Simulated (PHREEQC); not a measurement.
A PHREEQC input (ion-association model, phreeqc.dat):

```
SOLUTION 1
  temp 25
  units mg/kgw
  pH 6.31 charge
  pe 10.2
  Na 0.026
  K 0.0215
  Ca 0.0548
  Mg 0.00765
  Cl 0.0502
  S(6) 0.0524 as SO4
  Alkalinity 0.148 as HCO3
  B 7.68e-05
END
USE solution 1
EQUILIBRIUM_PHASES 1
  Gypsum 0 0
  CO2(g) -2.5 10
END
```

It stops with these messages:

```
ERROR: pH adustment cannot attain charge balance when alkalinity is fixed.
ERROR: Program terminating due to input errors.
```

The fault: pH asked from the charge balance while alkalinity is fixed. The line should read `pH 6.31` where the input has `pH 6.31 charge`. With the mend the run ends at pH 5.24 and ionic strength 1.31e-5 mol/kgw.
